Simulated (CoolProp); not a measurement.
Vapour pressure (kPa) of CH2F2 (R32): the reference equation beside estimates from Tc = 351.3 K, pc = 5783 kPa, ω = 0.277. Clausius-Clapeyron is anchored at 166.5 K with a constant enthalpy of vaporisation of 22.66 kJ/mol.

The numbers come from the reference Helmholtz-energy equation of state, Tillner-Roth 1997 in CoolProp.

```tsv
T (K)	reference	Lee-Kesler	Clausius-Clapeyron	van der Waals	Redlich-Kwong	Soave-Redlich-Kwong	Peng-Robinson
166.5	2.037	1.712	2.037	110.9	6.036	1.769	1.957
177.7	5.676	4.957	5.716	173.9	15.34	5.093	5.485
188.9	13.75	12.42	14.19	259.0	33.94	12.69	13.37
200	29.55	27.48	31.61	368.8	66.83	27.88	28.90
211.2	58.21	55.49	65.11	508.5	121.1	55.97	57.25
222.3	105.5	102.6	124.0	678.9	203.0	103.0	104.3
233.5	180.2	178.0	223.3	885.9	321.9	178.2	178.9
244.6	290.2	289.9	379.3	1129	483.8	289.8	289.0
255.8	447.9	451.0	617.8	1414	699.9	450.8	447.6
266.9	662.3	669.9	962.2	1739	974.5	670.7	663.7
278.1	950.0	962.8	1452	2112	1320	966.5	954.4
```

Absolute difference from the reference over all 11 rows, mean and median: Lee-Kesler 5.2 and 2.7 %, Clausius-Clapeyron 21.0 and 17.5 %, van der Waals 1248.9 and 543.5 %, Redlich-Kwong 102.5 and 92.4 %, Soave-Redlich-Kwong 4.4 and 2.4 %, Peng-Robinson 1.5 and 1.1 %.
